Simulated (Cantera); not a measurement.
An isothermal, constant-pressure homogeneous reactor starts with C2H6 : H2 = 1 : 16 (molar parts), at 1650 K and 1.80 Torr. Integrator tolerance rtol = 1e-08.

Detailed kinetics in Cantera: GRI-Mech 3.0 (53 species, 325 reactions). GRI-Mech 3.0 stops at C3 and has no aromatics, soot or wall deposition, so with more carbon than oxygen in the feed, carbon stays in small species such as C2H2 where larger ones or solid carbon would form. Radical loss at walls, strong at low pressure, is not modelled.

What does this change do: temperature 1650 to 1675 K?


| quantity | before | after |
|---|---|---|
| x(C2H6) at 50.0 s | 6.43e-9 (gas-phase equilibrium 5.97e-11) | 2.47e-9 (gas-phase equilibrium 4.17e-11) |
| x(H2) at 50.0 s | 0.945 (gas-phase equilibrium 0.946) | 0.945 (gas-phase equilibrium 0.945) |
| x(CH2) at 50.0 s | 8.83e-8 (gas-phase equilibrium 7.26e-9) | 8.84e-8 (gas-phase equilibrium 9.76e-9) |
| x(H) at 50.0 s | 0.00176 (gas-phase equilibrium 0.00182) | 0.00228 (gas-phase equilibrium 0.00232) |
| x(C2H2) at 50.0 s | 0.0520 (gas-phase equilibrium 0.0525) | 0.0522 (gas-phase equilibrium 0.0525) |
